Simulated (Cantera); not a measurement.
## HI + H2O + H2 (abatement and gas-phase synthesis)

Charge: 1 mol HI, 0.064 mol H2O, 0.33 mol H2, at 1.90 mbar.

Equilibrium computed with Cantera from the NASA thermochemical tables; the gas is ideal and each condensed phase is pure. Candidate condensed phases: H2O, I2; 12 gas species. The numbers say what is thermodynamically allowed, not how fast it happens.

```csv
T (K),x I,x H,x H2,x HI,x H2O,x O
1373,0.467,4.93e-5,0.416,0.0815,0.0352,8.14e-12
1573,0.502,0.000610,0.428,0.0346,0.0344,2.12e-9
1773,0.514,0.00428,0.430,0.0171,0.0340,1.63e-7
1973,0.516,0.0201,0.421,0.00942,0.0335,5.32e-6
2173,0.506,0.0689,0.387,0.00547,0.0318,9.46e-5
2373,0.477,0.179,0.310,0.00309,0.0269,0.00106
2573,0.430,0.347,0.194,0.00157,0.0145,0.00680
2773,0.384,0.503,0.0871,0.000700,0.00289,0.0167
```
x: gas mole fraction; nothing condenses.

From 1373 K to 2773 K nothing is condensed.
